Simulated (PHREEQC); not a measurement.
Dissolve 0.013 mol/kgw TMAH, 0.046 mol/kgw NaAlO2 and 0.00041 mol/kgw K2CO3 at 25 °C. Closed to the air; pH follows from the charge balance.

The numbers come from PHREEQC with the ion-association model, phreeqc.dat.

```json
[
 {"quantity": "pH", "before": "12.01", "after": "11.07"},
 {"quantity": "CO3-2 (mol/kgw)", "before": "0.000294", "after": "3.41e-5"},
 {"quantity": "HCO3- (mol/kgw)", "before": "3.33e-6", "after": "4.82e-6"}
]
```

Problem. What was changed between the two runs?
A) diluted 2-fold with water
B) NaAlO2 replaced by AlCl3 at the same molality
C) diluted 10-fold with water
D) NaAlO2 left out

Solution. C, diluted 10-fold with water

No solid was allowed to form. Some of these states are supersaturated (in Gibbsite (slow to form), for instance). (CH3)4N+ isn't in the database: it is added as a free cation with an ion size of 4 Å.
